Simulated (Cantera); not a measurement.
# Stirred combustor or abatement burner

A perfectly stirred reactor is fed with H2 : O2 : N2 : H2O = 1 : 0.278 : 1.04 : 0.12 (molar parts), at 15.0 bar; it is adiabatic with a 525 K inlet, and is followed from long to short residence time, starting on the burning branch (τ in s: 0.42, 0.15, 0.052, 0.018, 0.0065, 0.0023, 0.00082, 0.00029, 0.0001, 3.6e-05, 1.3e-05).

Computed with Cantera and GRI-Mech 3.0 (53 species, 325 reactions). The hydrogen kinetics of GRI-Mech 3.0 are dated; newer H2 mechanisms differ, most at raised pressure. The pressure lies above the range GRI-Mech 3.0 was tuned for (to about 10 atm).

| τ (s) | T (K) | x H2 | x O2 | x H | x H2O2 | x OH | x H2O | x HO2 |
|---|---|---|---|---|---|---|---|---|
| 0.42 | 2216 | 0.205 | 1.52e-6 | 0.000736 | 2.47e-9 | 0.000160 | 0.313 | 1.71e-9 |
| 0.15 | 2216 | 0.205 | 3.74e-6 | 0.000753 | 3.04e-9 | 0.000164 | 0.313 | 3.37e-9 |
| 0.052 | 2216 | 0.205 | 9.77e-6 | 0.000798 | 4.69e-9 | 0.000173 | 0.313 | 8.22e-9 |
| 0.018 | 2215 | 0.205 | 2.44e-5 | 0.000916 | 9.30e-9 | 0.000199 | 0.313 | 2.21e-8 |
| 0.0065 | 2213 | 0.205 | 5.32e-5 | 0.00117 | 2.11e-8 | 0.000254 | 0.312 | 5.94e-8 |
| 0.0023 | 2208 | 0.205 | 0.000106 | 0.00169 | 5.15e-8 | 0.000363 | 0.312 | 1.66e-7 |
| 0.00082 | 2201 | 0.205 | 0.000198 | 0.00260 | 1.24e-7 | 0.000553 | 0.311 | 4.66e-7 |
| 0.00029 | 2188 | 0.204 | 0.000364 | 0.00411 | 2.82e-7 | 0.000859 | 0.310 | 1.29e-6 |
| 0.00010 | 2167 | 0.203 | 0.000684 | 0.00655 | 5.81e-7 | 0.00133 | 0.309 | 3.43e-6 |
| 3.6e-5 | 2135 | 0.203 | 0.00127 | 0.0101 | 1.02e-6 | 0.00196 | 0.306 | 8.17e-6 |
| 1.3e-5 | 2084 | 0.202 | 0.00240 | 0.0153 | 1.62e-6 | 0.00274 | 0.302 | 1.84e-5 |
x: mole fraction; the columns are a selection and need not sum to one.
